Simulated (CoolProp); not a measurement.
Neopentane along the isotherm 58.65 °C: density (kg/m³) from the reference equation and from simpler models built on Tc = 160.6 °C, pc = 3.196 MPa, ω = 0.196; each cubic takes its own stable root.

Model: reference Helmholtz-energy equation of state, Lemmon 2006, in CoolProp. It is a short technical equation, of lower accuracy than the large ones.

| p (MPa) | phase | reference | van der Waals | Soave-Redlich-Kwong | Peng-Robinson |
|---|---|---|---|---|---|
| 0.0253 | gas | 0.6659 | 0.6646 | 0.6657 | 0.6660 |
| 0.0371 | gas | 0.9793 | 0.9766 | 0.9791 | 0.9796 |
| 0.0544 | gas | 1.442 | 1.436 | 1.442 | 1.443 |
| 0.0799 | gas | 2.133 | 2.120 | 2.131 | 2.134 |
| 0.117 | gas | 3.154 | 3.125 | 3.151 | 3.156 |
| 0.172 | gas | 4.707 | 4.642 | 4.699 | 4.712 |
| 0.253 | gas | 7.091 | 6.936 | 7.070 | 7.098 |
| 0.371 | gas | 10.80 | 10.42 | 10.74 | 10.81 |
| 0.544 | liquid | 544.8 | 15.90 | 507.0 | 575.1 |
| 0.799 | liquid | 545.6 | 25.00 | 508.3 | 576.3 |
| 1.17 | liquid | 546.6 | 344.3 | 510.1 | 578.1 |
| 1.72 | liquid | 548.1 | 348.3 | 512.7 | 580.7 |
| 2.53 | liquid | 550.3 | 353.5 | 516.4 | 584.4 |
| 3.71 | liquid | 553.2 | 359.9 | 521.3 | 589.3 |
| 5.44 | liquid | 557.3 | 367.8 | 527.9 | 596.0 |
| 7.99 | liquid | 562.9 | 377.2 | 536.6 | 604.7 |

At some of these states van der Waals gives the other phase, because its saturation line lies elsewhere.
